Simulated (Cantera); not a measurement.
Cantera with NASA thermochemical tables; ideal gases at 1 bar, condensed phases pure. Values are per mole of reaction as written; species without (g) are pure solids or liquids, kept so even where they would boil at 1 bar.

### Question
Between 950 and 1400 K, where is each reaction favourable under standard conditions?
- PbO + N₂O(g) → 2 NO(g) + Pb(g)

### Answer
- PbO + N₂O(g) → 2 NO(g) + Pb(g): ΔG° is 227 kJ at 950 K and 104 kJ at 1400 K; it stays positive (K < 1). ΔH° is 465 kJ and ΔS° 258 J/K at 1400 K.
